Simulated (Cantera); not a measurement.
Charge: 1 mol Si, 0.27 mol H₂O, 2.4 mol N₂, at 4.30 Pa.

Method: chemical equilibrium by Gibbs-energy minimisation in Cantera with the NASA 1993 tables (ideal gas, pure condensed phases). Candidate condensed phases: H₂O, Si, SiO₂, Si₂N₂O, Si₃N₄; 35 gas species. The tables' values for SiN are old estimates; treat these amounts as uncertain. Kinetics and transport are ignored. All values below are at 1675 K.

Base state: N₂ 0.806, SiO 0.0907, H₂ 0.0880, Si 0.0101, H 0.00525, Si₂N 7.06e-5, Si₂ 3.93e-5, SiN 3.91e-5 (mole fractions); condensed: Si(s).

Q: What changes in the equilibrium state with this change: Si replaced by Si₃N₄?

A: 
| species | before | after |
|---|---|---|
| N₂ | 0.806 | 0.880 |
| SiO | 0.0907 | 0.0540 |
| H₂ | 0.0880 | 0.0520 |
| Si | 0.0101 | 0.0101 |
| SiH | 3.30e-5 | 2.53e-5 |
| H | 0.00525 | 0.00404 |
| Si₂N | 7.06e-5 | 7.37e-5 |
| SiN | 3.91e-5 | 4.09e-5 |
| Si₂ | 3.93e-5 | 3.93e-5 |
| Si(s), mol | 0.699 | 2.68 |
